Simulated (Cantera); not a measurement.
A perfectly stirred reactor is fed with CH4 : C2H6 : O2 : N2 = 1 : 0.22 : 3.64 : 13.7 (molar parts), equivalence ratio 0.76, at 33000 Pa; it is adiabatic with a 400 K inlet, and is followed from long to short residence time, starting on the burning branch (τ in s: 0.043, 0.016, 0.0057, 0.0021, 0.00075, 0.00027, 0.0001, 3.6e-05, 1.3e-05).

Model: GRI-Mech 3.0 (53 species, 325 reactions), integrated in Cantera.

Q: Predict: blow-out, bracketed by the residence times tried; x(CH4) at τ = 43.0 ms; x(C2H6) at τ = 43.0 ms; x(O2) at τ = 43.0 ms; x(CH3) at τ = 43.0 ms; x(H2) at τ = 43.0 ms; x(CH4) at τ = 0.750 ms; x(C2H6) at τ = 0.750 ms; x(O2) at τ = 0.750 ms; x(CH3) at τ = 0.750 ms; x(H2) at τ = 0.750 ms.

A: 
```json
{
  "blow_out_bracketed_by_the_residence_times_tried": "burning at 0.270 ms, out at 0.100 ms",
  "x(CH4) at τ = 43.0 ms": "1.03e-5",
  "x(C2H6) at τ = 43.0 ms": "5.08e-7",
  "x(O2) at τ = 43.0 ms": "0.0478",
  "x(CH3) at τ = 43.0 ms": "3.39e-6",
  "x(H2) at τ = 43.0 ms": "0.00189",
  "x(CH4) at τ = 0.750 ms": "0.000283",
  "x(C2H6) at τ = 0.750 ms": "1.55e-5",
  "x(O2) at τ = 0.750 ms": "0.0572",
  "x(CH3) at τ = 0.750 ms": "5.94e-5",
  "x(H2) at τ = 0.750 ms": "0.00754"
}
```
